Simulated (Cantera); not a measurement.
An adiabatic, constant-pressure homogeneous reactor starts with CO : H₂ : O₂ : N₂ : CO₂ = 1.7 : 0.18 : 1.11 : 4.19 : 0.19 (molar parts), equivalence ratio 0.85, at 1023 K and 760 Torr.

Model: GRI-Mech 3.0 (53 species, 325 reactions), integrated in Cantera.

One state of this run: T (K) = 2367; x CO = 0.0702; x H₂ = 0.00120; x O₂ = 0.0560; x NO₂ = 1.42e-7; x H = 0.00208. x: mole fraction; the columns are a selection and need not sum to one.

Problem. Which value of t (s) does it belong to?
A) 0.000170
B) 0.00128
C) 0.0729
D) 6.20e-5

Solution. B, 0.00128
